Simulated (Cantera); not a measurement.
Diamond growth

A diamond (100) surface in a fixed gas of H2 with x(CH4) = 0.013, x(H) = 0.00078, x(CH3) = 0.001, 18.0 Torr; coverages are run to steady state.

Model: the Harris–Goodwin 1993 mechanism for the reconstructed diamond (100) surface, integrated in Cantera.

```
T (K)  growth (µm/h)  θ c6HH   θ c6H*  θ c6*H   θ c6**    θ c6HM
-----  -------------  ------  -------  ------  -------  --------
900             3.03   0.320  0.00470   0.132  0.00146     0.436
975             4.59   0.364  0.00915   0.201  0.00331     0.315
1050            4.19   0.445   0.0176   0.316  0.00722     0.147
1125            2.26   0.481   0.0278   0.416   0.0124    0.0365
1200            1.52   0.464   0.0361   0.463   0.0171   0.00716
1275            1.43   0.442   0.0433   0.483   0.0213   0.00142
1350           0.996   0.429   0.0497   0.490   0.0254  0.000295
```
θ: site fractions in the mechanism's names (c6HH fully hydrogenated, c6H* and c6*H radical sites, c6** diradical, c6HM methylated).
